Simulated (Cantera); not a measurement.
A perfectly stirred reactor is fed with NH₃ : N₂ = 1 : 1.4 (molar parts), at 61000 Pa; it is held at 1625 K, and followed from long to short residence time.

Cantera simulation using the gas-phase N/H chemistry of the illustrative SiF4/NH3 mechanism in the Surface Chemkin manual (1991); the numbers are that mechanism's predictions, not measurements. Walls and surfaces, which speed up NH3 decomposition in real reactors, are not modelled.

Question: What does this change do: temperature 1625 to 2000 K?

Answer: 
| quantity | before | after |
|---|---|---|
| x(NH₃) at τ = 22.0 s | 0.132 | 0.00195 |
| x(N₂H₂) at τ = 22.0 s | 5.18e-8 | 3.23e-9 |
| x(NH₂) at τ = 22.0 s | 3.33e-5 | 1.57e-5 |
| x(N₂H₄) at τ = 22.0 s | 1.38e-8 | 6.98e-11 |
| x(H₂) at τ = 22.0 s | 0.301 | 0.438 |
| x(NH₃) at τ = 0.430 s | 0.388 | 0.0503 |
| x(N₂H₂) at τ = 0.430 s | 3.18e-7 | 2.01e-7 |
| x(NH₂) at τ = 0.430 s | 8.16e-5 | 0.000171 |
| x(N₂H₄) at τ = 0.430 s | 8.30e-8 | 8.30e-9 |
| x(H₂) at τ = 0.430 s | 0.0298 | 0.387 |

Question: What does this change do: NH3 1 to 2.2 parts?

Answer: 
| quantity | before | after |
|---|---|---|
| x(NH₃) at τ = 22.0 s | 0.132 | 0.183 |
| x(N₂H₂) at τ = 22.0 s | 5.18e-8 | 7.00e-8 |
| x(NH₂) at τ = 22.0 s | 3.33e-5 | 3.96e-5 |
| x(N₂H₄) at τ = 22.0 s | 1.38e-8 | 1.95e-8 |
| x(H₂) at τ = 22.0 s | 0.301 | 0.399 |
| x(NH₃) at τ = 0.430 s | 0.388 | 0.567 |
| x(N₂H₂) at τ = 0.430 s | 3.18e-7 | 4.83e-7 |
| x(NH₂) at τ = 0.430 s | 8.16e-5 | 9.77e-5 |
| x(N₂H₄) at τ = 0.430 s | 8.30e-8 | 1.19e-7 |
| x(H₂) at τ = 0.430 s | 0.0298 | 0.0407 |
